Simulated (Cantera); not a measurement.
A perfectly stirred reactor is fed with CH4 : H2 : CO2 = 0.0035 : 1 : 0.004 (molar parts), at 3900 Pa; it is held at 2825 K, and followed from long to short residence time.

Cantera simulation using GRI-Mech 3.0 (53 species, 325 reactions); the numbers are that mechanism's predictions, not measurements. Radical loss at walls, strong at low pressure, is not modelled.

What does this change do: temperature 2825 to 1798 K?


| quantity | before | after |
|---|---|---|
| x(CH4) at τ = 0.360 s | 1.57e-7 | 0.00264 |
| x(H2) at τ = 0.360 s | 0.662 | 0.988 |
| x(CO2) at τ = 0.360 s | 5.80e-7 | 0.000232 |
| x(OH) at τ = 0.360 s | 5.20e-5 | 3.78e-7 |
| x(CH2) at τ = 0.360 s | 1.09e-6 | 1.36e-7 |
| x(CH4) at τ = 3.80 ms | 0.000406 | 0.00347 |
| x(H2) at τ = 3.80 ms | 0.932 | 0.992 |
| x(CO2) at τ = 3.80 ms | 6.46e-5 | 0.00393 |
| x(OH) at τ = 3.80 ms | 5.80e-5 | 5.54e-9 |
| x(CH2) at τ = 3.80 ms | 4.68e-5 | 5.19e-10 |
